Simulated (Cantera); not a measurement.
# Premixed flame

A freely propagating, adiabatic, planar premixed flame of 8.76 % CH4, 18.5 % O2, 64.5 % N2, 8.23 % CO2, equivalence ratio 0.95, unburnt at 525 K and 0.464 atm; mixture-averaged transport, grid criteria slope 0.08 and curve 0.16, no radiation.

Computed with Cantera and GRI-Mech 3.0 (53 species, 325 reactions). Burning velocities carry a grid error of a few per cent, more on coarse grids.

| z (mm) | T (K) | u (m/s) | x CH4 | x O2 | x CO2 | x HO2 | x CH3 | x C2H2 |
|---|---|---|---|---|---|---|---|---|
| -2.52 | 525 | 0.826 | 0.0875 | 0.185 | 0.0823 | 6.38e-8 | 1.34e-8 | <1e-8 |
| -1.68 | 527 | 0.829 | 0.0872 | 0.184 | 0.0821 | 9.50e-7 | 1.75e-7 | 1.28e-8 |
| -1.26 | 533 | 0.840 | 0.0865 | 0.184 | 0.0820 | 4.84e-6 | 8.49e-7 | 8.23e-8 |
| -0.841 | 577 | 0.915 | 0.0830 | 0.180 | 0.0817 | 3.35e-5 | 7.78e-6 | 8.87e-7 |
| -0.421 | 905 | 1.45 | 0.0603 | 0.151 | 0.0834 | 9.10e-5 | 0.000261 | 1.26e-5 |
| -0.210 | 1281 | 2.08 | 0.0333 | 0.113 | 0.0885 | 0.000132 | 0.00149 | 3.81e-5 |
| 0 | 1640 | 2.68 | 0.00766 | 0.0672 | 0.0986 | 9.75e-5 | 0.00151 | 6.60e-5 |
| 0.210 | 1776 | 2.90 | 0.000500 | 0.0424 | 0.110 | 1.45e-5 | 0.000142 | 8.75e-6 |
| 0.421 | 1811 | 2.95 | 1.76e-5 | 0.0347 | 0.119 | 5.79e-6 | 5.25e-6 | 2.01e-7 |
| 0.841 | 1853 | 3.01 | 3.21e-8 | 0.0307 | 0.127 | 4.57e-6 | 1.05e-8 | <1e-8 |
| 1.68 | 1909 | 3.09 | <1e-8 | 0.0281 | 0.133 | 3.61e-6 | <1e-8 | <1e-8 |
| 3.37 | 1977 | 3.18 | <1e-8 | 0.0253 | 0.137 | 2.60e-6 | <1e-8 | <1e-8 |
| 6.73 | 2047 | 3.28 | <1e-8 | 0.0221 | 0.143 | 1.76e-6 | <1e-8 | <1e-8 |
x: mole fraction of selected species; z is measured from the peak of heat release.

| Item | Result |
|---|---|
| laminar burning velocity | 82.5 cm/s |
| thermal thickness | 0.841 mm |
| peak x(HO2) | 0.000144 |
| peak x(CH3) | 0.00204 |
| peak x(C2H2) | 6.88e-5 |
| grid points | 136 |
